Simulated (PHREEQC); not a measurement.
Consider water at 25 °C with 1.4 mmol/kgw H3PO4, 0.078 mmol/kgw HNO3 and 0.002 mmol/kgw H4SiO4. Closed to the air; pH follows from the charge balance.

Computed with PHREEQC (ion-association model, phreeqc.dat).

Each row changes one thing in this solution. No solid was allowed to form.

```csv
case,pH,ionic strength (mol/kgw),H2PO4- (mol/kgw),H3PO4 (mol/kgw),HPO4-2 (mol/kgw)
as made,2.91,0.00127,0.00119,0.000207,6.82e-8
diluted 5-fold with water,3.55,[?],0.000269,1.09e-5,6.33e-8
HNO3 from 7.8e-05 to 7.8e-06 mol/kgw,2.93,0.00121,0.00120,0.000198,7.19e-8
H4SiO4 left out,2.91,0.00127,0.00119,0.000207,6.82e-8
HNO3 left out,2.94,0.00120,0.00120,0.000197,7.23e-8
H4SiO4 replaced by H2SiF6 at the same molality,2.91,0.00128,0.00119,0.000207,6.79e-8
temperature from 25 to 40 °C,2.92,[?],0.00117,0.000234,7.39e-8
HNO3 from 7.8e-05 to 7.02e-05 mol/kgw,2.91,0.00127,0.00119,0.000206,[?]
```

### Question
Some entries are withheld; supply them.

### Answer

- diluted 5-fold with water, ionic strength (mol/kgw): 0.000285
- temperature from 25 to 40 °C, ionic strength (mol/kgw): 0.00124
- HNO3 from 7.8e-05 to 7.02e-05 mol/kgw, HPO4-2 (mol/kgw): 6.86e-8

Constants without temperature data keep their 25 °C values here. SiF6-2 is the database's only silicon fluoride.
